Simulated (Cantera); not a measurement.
What does this Cantera script print?

```python
import numpy as np
import cantera as ct

gas_names = [...]  # 95 gases of nasa_gas.yaml made of C, F, H
cond_names = """
    C(gr) C6H6(L) C7H8(L) C8H18(L),n-octa
""".split()


# ... load() reads the species with a 1 bar reference pressure and builds the phases ...
atoms = {
    'C2F6': {'C': 2, 'F': 6},
    'CH4': {'C': 1, 'H': 4},
}
top_T = {'C(gr)': 4500}  # K; cautious upper limits of use, not melting points


# ... equilibrate(T, P, feed) seeds the gas with the atoms and calls Mixture.equilibrate('TP', solver="vcs", rtol=1e-11, max_steps=5000) ...
results = []
feed = {'C2F6': 1, 'CH4': 0.12}  # mol
P = 5100  # Pa
for T in [900, 1000, 1100, 1200, 1300, 1400, 1500, 1600, 1700, 1800, 1900, 2000]:
    mix = equilibrate(T, P, feed)
    results.append((T, P, feed, dict(zip(mix.species_names, mix.species_moles))))

top = {s: max(r[3][s] / sum(r[3][g] for g in gas_names) for r in results) for s in gas_names}
cols = sorted((s for s in top if top[s] > 0.001), key=lambda s: -top[s])[:5]
seen = [c for c in cond_names if any(r[3].get(c, 0) > 1e-12 for r in results)]
print("log10 of partial pressures in bar; condensed amounts in mol")
print(f"{'T/K':>10s}" + "".join(f"{s[:9]:>10s}" for s in cols + seen))
for T, P, feed, n in results:
    ng = sum(n[g] for g in gas_names)
    print(f"{T:10.4g}" + "".join(f"{np.log10(max(n[s] / ng * P / 1e5, 1e-99)):10.3f}" for s in cols)
          + "".join(f"{n.get(c, 0):10.4g}" for c in seen))
```

It prints:

```
log10 of partial pressures in bar; condensed amounts in mol
       T/K       CF4        HF       CF2         F       CF3     C(gr)
       900    -1.422    -1.881   -11.621   -13.398   -10.863      0.74
      1000    -1.422    -1.881    -9.978   -11.566    -9.536      0.74
      1100    -1.422    -1.881    -8.637   -10.066    -8.451      0.74
      1200    -1.422    -1.881    -7.522    -8.815    -7.549      0.74
      1300    -1.422    -1.881    -6.581    -7.756    -6.787      0.74
      1400    -1.422    -1.881    -5.776    -6.848    -6.135      0.74
      1500    -1.422    -1.881    -5.080    -6.061    -5.570    0.7398
      1600    -1.423    -1.881    -4.473    -5.372    -5.077    0.7393
      1700    -1.424    -1.881    -3.940    -4.764    -4.644    0.7378
      1800    -1.427    -1.883    -3.468    -4.223    -4.261    0.7338
      1900    -1.434    -1.886    -3.049    -3.741    -3.922    0.7241
      2000    -1.451    -1.893    -2.678    -3.310    -3.625    0.7029
```

Cantera equilibrium calculation (NASA polynomials, part measured and part estimated; ideal gas, pure solids and liquids). The feed counts by its element totals alone. Gases not in the tables: C2F6 and larger saturated fluorocarbons.
